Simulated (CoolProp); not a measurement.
Saturation properties of diethyl ether.

Model: reference Helmholtz-energy equation of state, Thol 2014, in CoolProp.

| T (°C) | p (MPa) | liquid density (kg/m³) | vapour density (kg/m³) | enthalpy of vaporisation (kJ/kg) | liquid cp (kJ/(kg K)) |
|---|---|---|---|---|---|
| 70.65 | 0.3137 | 651.2 | 9.015 | 323.9 | 2.514 |
| 79.25 | 0.3947 | 639.5 | 11.27 | 314.8 | 2.555 |
| 87.75 | 0.4893 | 627.5 | 13.91 | 305.4 | 2.597 |
| 96.35 | 0.6013 | 614.8 | 17.08 | 295.4 | 2.644 |
| 104.95 | 0.7315 | 601.6 | 20.83 | 284.8 | 2.695 |
| 113.55 | 0.8815 | 587.7 | 25.27 | 273.5 | 2.751 |
| 122.15 | 1.053 | 573.1 | 30.51 | 261.3 | 2.815 |
| 130.75 | 1.249 | 557.5 | 36.75 | 248.2 | 2.890 |
| 139.35 | 1.470 | 540.8 | 44.22 | 233.9 | 2.981 |
| 147.85 | 1.716 | 522.8 | 53.15 | 218.3 | 3.095 |
| 156.45 | 1.996 | 502.6 | 64.29 | 200.6 | 3.251 |
| 165.05 | 2.309 | 479.7 | 78.44 | 180.3 | 3.488 |
| 173.65 | 2.661 | 452.3 | 97.26 | 155.9 | 3.909 |

It boils at 34.5 °C under 1 atm.
